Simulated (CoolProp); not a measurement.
Computed with CoolProp (reference Helmholtz-energy equation of state, McLinden 2015).

### Question
For the fluoroketone C6F12O (FK-5-1-12), give the phase and the cp (kJ/(kg K)), cv (kJ/(kg K)), speed of sound (m/s), expansivity (1/kK) at 159.65 °C and 2.2 bar; -98.45 °C and 0.144 bar; -29.35 °C and 0.167 bar.

### Answer
- 159.65 °C and 2.2 bar: gas; cp 1.00, cv 0.971, speed of sound 104, expansivity 2.74
- -98.45 °C and 0.144 bar: liquid; cp 1.15, cv 0.920, speed of sound 913, expansivity 1.41
- -29.35 °C and 0.167 bar: liquid; cp 1.09, cv 0.874, speed of sound 680, expansivity 1.55
